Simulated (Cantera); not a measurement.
Input: 1 mol HI, 0.71 mol O2, at 0.00133 bar.

Method: chemical equilibrium by Gibbs-energy minimisation in Cantera with the NASA 1993 tables (ideal gas, pure condensed phases). Candidate condensed phases: H2O, I2; 12 gas species. Equilibrium is a limit: real reactors are often held back by kinetics, nucleation or transport.

log p: log10 of the partial pressure in bar; nothing condenses.

```
T (°C)  log p I  log p H2O  log p O2  log p I2  log p OH  log p O
------  -------  ---------  --------  --------  --------  -------
550       -3.84      -3.36     -3.40     -3.44    -10.63   -14.34
750       -3.24      -3.45     -3.48     -4.15     -8.67   -11.25
950       -3.17      -3.47     -3.50     -5.30     -7.33    -9.15
1150      -3.17      -3.47     -3.50     -6.22     -6.35    -7.62
1350      -3.17      -3.47     -3.51         ?         ?        ?
1550      -3.17      -3.48     -3.51         ?         ?        ?
1750      -3.17      -3.50     -3.52     -7.93     -4.60    -4.86
```

### Question
Some entries are withheld; supply them.

### Answer

- 1350, log p I2: -6.93
- 1350, log p OH: -5.62
- 1350, log p O: -6.47
- 1550, log p I2: -7.48
- 1550, log p OH: -5.05
- 1550, log p O: -5.58
